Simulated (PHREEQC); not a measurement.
A column of 0.5 m (30 cells, dispersivity 0.04 m, 720 s a shift, diffusion coefficient 3e-10 m²/s) holds 0.021 eq of the database's cation exchanger X per kg of pore water, first in equilibrium with 0.017 mol/kgw Na2SO4 and 1e-05 mol/kgw HCl. It is flushed with 9.4 mmol/kgw MgSO4 and 0.01 mmol/kgw HCl, at 25 °C. Values are for the last cell. The system is closed to CO2. Nothing may precipitate in this run.

Base run: PHREEQC, ion-association model, phreeqc.dat. Each further column changes one thing. The table gives Na in solution (mol/kgw).

```tsv
pore volumes	base	exchange capacity from 0.021 to 0.011 eq/kgw	dispersivity from 0.04 to 0.08 m
0	0.0340	0.0340	0.0340
0.85	0.0278	0.0278	0.0268
1.683	0.0197	0.00596	(withheld)
2.517	0.00177	(withheld)	(withheld)
3.35	0.000134	3.19e-5	0.000651
4.183	1.10e-5	(withheld)	0.000136
5.017	9.13e-7	1.63e-7	(withheld)
```

**Question.** Fill in the missing entries.

**Answer.** 
- 1.683, dispersivity from 0.04 to 0.08 m: 0.0195
- 2.517, exchange capacity from 0.021 to 0.011 eq/kgw: 0.000442
- 2.517, dispersivity from 0.04 to 0.08 m: 0.00321
- 4.183, exchange capacity from 0.021 to 0.011 eq/kgw: 2.29e-6
- 5.017, dispersivity from 0.04 to 0.08 m: 2.86e-5
